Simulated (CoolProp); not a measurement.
Methane at 298.15 K and 17.1 MPa is throttled through a valve to 8.11 MPa with no heat exchange. Each further row changes one setting.

The numbers come from the reference Helmholtz-energy equation of state, Setzmann 1991 in CoolProp.

| case | temperature change (K) | final phase | final density (kg/m³) |
|---|---|---|---|
| as stated | (withheld) | supercritical | (withheld) |
| outlet pressure 2.43 MPa | (withheld) | (withheld) | 21.5 |
| outlet pressure 10.5 MPa | (withheld) | supercritical | (withheld) |

### Question
Fill in the missing entries.

### Answer

- as stated, temperature change (K): -27.4
- as stated, final density (kg/m³): 71.3
- outlet pressure 2.43 MPa, temperature change (K): -58.3
- outlet pressure 2.43 MPa, final phase: gas
- outlet pressure 10.5 MPa, temperature change (K): -18.0
- outlet pressure 10.5 MPa, final density (kg/m³): 90.4
